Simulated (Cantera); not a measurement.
A closed system holds: 1 mol Ti(OiPr)4, 0.47 mol O2, 28 mol H2, held at 1298 K and 0.100 bar.

Method: chemical equilibrium by Gibbs-energy minimisation in Cantera with the NASA 1993 tables (ideal gas, pure condensed phases). Candidate condensed phases: C, C6H6, C7H8, C8H18, H2O, Ti, TiC, TiO, TiO2, Ti2O3, Ti3O5, Ti4O7; 113 gas species. The feed counts by its element totals alone. Mutual solubility and eutectic melting of coexisting phases are not modelled. TiC: taken at fixed stoichiometry. Rates play no part.

Base state: H2 0.897, CO 0.102, CH4 0.000641, H2O 8.51e-5 (mole fractions); condensed: C(graphite) + TiC(s) + Ti3O5(s).

What changes in the equilibrium state with this change: pressure from 0.100 bar to 0.0133 bar?


```
species             before    after
----------------  --------  -------
H2                   0.897    0.895
CO                   0.102    0.105
CH4               0.000641  8.50e-5
H2O                8.51e-5  1.17e-5
C(graphite), mol      6.30     6.06
TiC(s), mol          0.899     1.00
Ti3O5(s), mol       0.0336        0
```
